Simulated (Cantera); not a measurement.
Charge: 1 mol Cu₂O, 3.2 mol C, 6.5 mol N₂, held at 10000 Pa.

Cantera equilibrium calculation (NASA polynomials, part measured and part estimated; ideal gas, pure solids and liquids). Candidate condensed phases: C, Cu, CuO, Cu₂O; 27 gas species. Equilibrium is a limit: real reactors are often held back by kinetics, nucleation or transport.

x: gas mole fraction; n: condensed amount in mol.

| T (°C) | x N₂ | x CO | x Cu | x CO₂ | n C(graphite) | n Cu(s) | n Cu(l) |
|---|---|---|---|---|---|---|---|
| 677 | 0.869 | 0.128 | ? | 0.00275 | 2.22 | 2.00 | 0 |
| 827 | 0.867 | 0.133 | ? | 0.000156 | 2.20 | 2.00 | 0 |
| 977 | 0.867 | 0.133 | ? | 1.71e-5 | 2.20 | 2.00 | 0 |
| 1127 | 0.867 | 0.133 | ? | 3.05e-6 | 2.20 | 0 | 2.00 |
| 1277 | 0.867 | 0.133 | ? | 7.70e-7 | 2.20 | 0 | 2.00 |
| 1427 | 0.865 | 0.133 | ? | 2.50e-7 | 2.20 | 0 | 1.99 |
| 1577 | 0.858 | 0.132 | ? | 9.73e-8 | 2.20 | 0 | 1.93 |

**Question.** Fill in the missing entries.

**Answer.** 
- 677, x Cu: 1.89e-11
- 827, x Cu: 5.95e-9
- 977, x Cu: 4.64e-7
- 1127, x Cu: 1.35e-5
- 1277, x Cu: 0.000186
- 1427, x Cu: 0.00159
- 1577, x Cu: 0.00950
